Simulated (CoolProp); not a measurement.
A Linde-Hampson liquefier for ethane: isothermal reversible compression at 320 K from 1 atm to 10 MPa, throttling to 1 atm, return gas leaving the recuperator 0 K below the feed. Each further row changes one setting.

The numbers come from the reference Helmholtz-energy equation of state, Bücker 2006 in CoolProp.

```csv
case,liquid yield per pass,compression work (kJ/kg of gas)
as stated,0.433,338
high pressure 20 MPa,0.465,366
warm-end temperature 350 K,0.288,395
warm-end gap 5 K,0.426,338
```
